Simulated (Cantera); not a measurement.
What does this Cantera script print?

```python
import numpy as np
import cantera as ct

gas_names = """
    N NO NO2 NO3 N2 N2O O O2 O3 Si SiN SiO SiO2 Si2 Si2N Si3
""".split()
cond_names = """
    Si(cr) Si(L) SiO2(Lqz) SiO2(hqz) SiO2(L) Si2N2O(s) Si3N4(a)
""".split()


# ... load() reads the species with a 1 bar reference pressure and builds the phases ...
atoms = {
    'Si3N4': {'Si': 3, 'N': 4},
    'O2': {'O': 2},
    'N2': {'N': 2},
}
top_T = {'Si2N2O(s)': 2100, 'Si3N4(a)': 2400}  # K; cautious upper limits of use, not melting points


# ... equilibrate(T, P, feed) seeds the gas with the atoms and calls Mixture.equilibrate('TP', solver="vcs", rtol=1e-11, max_steps=5000) ...
results = []
feed = {'Si3N4': 1, 'O2': 0.41, 'N2': 190}  # mol
P = 290  # Pa
for T in [1448, 1498, 1548, 1598, 1648, 1698, 1748, 1798, 1848, 1898]:
    mix = equilibrate(T, P, feed)
    results.append((T, P, feed, dict(zip(mix.species_names, mix.species_moles))))

top = {s: max(r[3][s] / sum(r[3][g] for g in gas_names) for r in results) for s in gas_names}
cols = sorted((s for s in top if top[s] > 0.001), key=lambda s: -top[s])[:7]
seen = [c for c in cond_names if any(r[3].get(c, 0) > 1e-12 for r in results)]
print("log10 of partial pressures in bar; condensed amounts in mol")
print(f"{'T/K':>10s}" + "".join(f"{s[:9]:>10s}" for s in cols + seen))
for T, P, feed, n in results:
    ng = sum(n[g] for g in gas_names)
    print(f"{T:10.4g}" + "".join(f"{np.log10(max(n[s] / ng * P / 1e5, 1e-99)):10.3f}" for s in cols)
          + "".join(f"{n.get(c, 0):10.4g}" for c in seen))
```

Result:

```
log10 of partial pressures in bar; condensed amounts in mol
       T/K        N2       SiO        Si     Si(L) Si2N2O(s)  Si3N4(a)
      1448    -2.538    -7.381   -10.032         0    0.8173    0.4542
      1498    -2.538    -6.685    -9.201         0    0.8064    0.4578
      1548    -2.538    -6.035    -8.424         0    0.7595    0.4734
      1598    -2.538    -5.427    -7.696         0    0.5741    0.5348
      1648    -2.539    -4.906    -7.013         0         0    0.7243
      1698    -2.540    -4.906    -6.372         0         0    0.7162
      1748    -2.540    -4.909    -5.837      2.07         0         0
      1798    -2.540    -4.909    -5.511     1.951         0         0
      1848    -2.540    -4.910    -5.203     1.719         0         0
      1898    -2.541    -4.911    -4.911     1.284         0         0
```

Equilibrium computed with Cantera from the NASA thermochemical tables; the gas is ideal and each condensed phase is pure. Mutual solubility and eutectic melting of coexisting phases are not modelled. The tables' values for SiN are old estimates; treat these amounts as uncertain.
